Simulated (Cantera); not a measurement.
Charge: 1 mol Al, 1.2 mol HCl, equilibrated at 1.00 bar.

These are equilibrium values from Cantera (NASA tables, ideal gas, pure condensed phases), not measurements of a reactor. Candidate condensed phases: Al, AlCl3; 12 gas species. Rates play no part.

Task: Which condensed phases are stable at each of these points (T (K)): 798, 848, 898, 948, 998, 1048, 1098?

Result: 
```json
[
 {"T (K)": "798", "condensed phases": "Al(s)", "Al condensed (%)": "60.0"},
 {"T (K)": "848", "condensed phases": "Al(s)", "Al condensed (%)": "60.0"},
 {"T (K)": "898", "condensed phases": "Al(s)", "Al condensed (%)": "59.9"},
 {"T (K)": "948", "condensed phases": "Al(l)", "Al condensed (%)": "59.8"},
 {"T (K)": "998", "condensed phases": "Al(l)", "Al condensed (%)": "59.6"},
 {"T (K)": "1048", "condensed phases": "Al(l)", "Al condensed (%)": "59.3"},
 {"T (K)": "1098", "condensed phases": "Al(l)", "Al condensed (%)": "58.6"}
]
```

From 798 K to 898 K the condensed part is Al(s). From 948 K to 1098 K the condensed part is Al(l).
